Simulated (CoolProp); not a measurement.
The numbers come from the reference Helmholtz-energy equation of state, Lemmon 2006 in CoolProp. It is a short technical equation, of lower accuracy than the large ones.

Q: For C3F8 (R218), give the phase and the Z, cv (kJ/(kg K)), speed of sound (m/s), expansivity (1/kK) at 414 K and 3.5 MPa.

A: 
- 414 K and 3.5 MPa: supercritical; Z 0.748, cv 0.931, speed of sound 110, expansivity 6.61
